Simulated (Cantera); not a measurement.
A closed system holds: 1 mol C₂F₆, a varied amount of Si, held at 0.133 bar.

These are equilibrium values from Cantera (NASA tables, ideal gas, pure condensed phases), not measurements of a reactor. Candidate condensed phases: C, Si, SiC; 23 gas species. The feed counts by its element totals alone. The tables' values for SiF₂, SiF₃ are old estimates. Kinetics and transport are ignored.

Q: What condenses at these points (T in °C, n(Si) in mol): (2927, 0.086); (2877, 0.26); (3077, 0.17); (3002, 0.11); (2877, 0.41)?

A: 
| T (°C) | n(Si) in mol | condensed phases | Si condensed (%) |
|---|---|---|---|
| 2927 | 0.086 | C | 0.0 |
| 2877 | 0.26 | C | 0.0 |
| 3077 | 0.17 | gas only | 0.0 |
| 3002 | 0.11 | C | 0.0 |
| 2877 | 0.41 | C | 0.0 |
